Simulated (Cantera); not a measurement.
A closed system holds: 1 mol Si, 4.9 mol HBr, 0.33 mol N2, at 35.0 mbar.

Cantera equilibrium calculation (NASA polynomials, part measured and part estimated; ideal gas, pure solids and liquids). Candidate condensed phases: Br2, Si, Si3N4; 28 gas species. N2 is the only nitrogen source here; it is nearly inert below about 1500 K, so the nitride shown seldom forms there in practice. Rates play no part. All values below are at 477 °C.

Base state: HBr 0.536, H2 0.295, SiBr4 0.148, N2 0.0210, SiHBr3 1.99e-5 (mole fractions); condensed: Si3N4(s).

Task: What changes in the equilibrium state with this change: N2 from 0.33 to 13 mol?

Result: 
| species | before | after |
|---|---|---|
| N2 | 0.0210 | 0.733 |
| HBr | 0.536 | 0.210 |
| H2 | 0.295 | 0.0383 |
| SiBr4 | 0.148 | 0.0191 |
| SiHBr3 | 1.99e-5 | 8.56e-7 |
| Si3N4(s), mol | 0.119 | 0.224 |
